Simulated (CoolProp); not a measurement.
Vapour-liquid equilibrium of R143a (1) + isobutane (2) at 0.0594 MPa; x and y are mole fractions of (1).

Computed with CoolProp (multi-fluid Helmholtz-energy mixture model, Lemmon and Jacobsen 2000 and Bücker 2006; pair parameters Bell 2016).

| x | bubble temperature, mixture model (K) | bubble temperature, Raoult's law (K) | y, mixture model | y, Raoult's law |
|---|---|---|---|---|
| 0.05 | 234.4 | 244.9 | 0.501 | 0.194 |
| 0.125 | 224.8 | 240.2 | 0.714 | 0.401 |
| 0.2 | 220.7 | 236.4 | 0.783 | 0.546 |
| 0.275 | 218.8 | 233.1 | 0.812 | 0.651 |
| 0.35 | 217.8 | 230.2 | 0.827 | 0.730 |
| 0.425 | 217.3 | 227.8 | 0.835 | 0.791 |
| 0.5 | 217.0 | 225.5 | 0.841 | 0.838 |
| 0.575 | 216.7 | 223.6 | 0.847 | 0.877 |
| 0.65 | 216.5 | 221.8 | 0.854 | 0.908 |
| 0.725 | 216.1 | 220.2 | 0.866 | 0.934 |
| 0.8 | 215.8 | 218.7 | 0.883 | 0.956 |
| 0.875 | 215.5 | 217.3 | 0.910 | 0.975 |
| 0.95 | 215.3 | 216.0 | 0.955 | 0.991 |

The largest gap from Raoult's law is -15.7 K in bubble temperature, at x = 0.2. No azeotrope shows between x = 0.05 and 0.95.

The pair parameters rest on a limited set of measurements; away from them the model extrapolates. With so large a gap from Raoult's law the liquid may split in two, which this calculation doesn't test in full.
